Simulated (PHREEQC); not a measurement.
**Geothermal or formation water (model solution)**

A made-up water analysis in mmol/kgw, 65 °C, pH 6.58, pe -0.6:

```csv
constituent,mmol/kgw
Na,244
K,0.00497
Ca,15.2
Mg,67.5
Cl,372
S(6),27
Alkalinity (meq/kgw),2.7
Si,1.5
```

Valence states are taken as typed.

Equilibrium calculation in PHREEQC: ion-association model, phreeqc.dat.

This is a speciation only: nothing precipitates in the calculation.

Estimate the ionic strength.

ionic strength 0.463 mol/kgw.

In which forms is Mg present?

Mg+2 79 %, MgSO4 20 %, MgHCO3+ 0.7 % of the Mg.

The solution is supersaturated, for example in Quartz (slow to form), Chalcedony (slow to form), so a real one may precipitate; this is no full list. Away from 25 °C the constants follow the database's enthalpies or fits; those with neither stay at their 25 °C values.
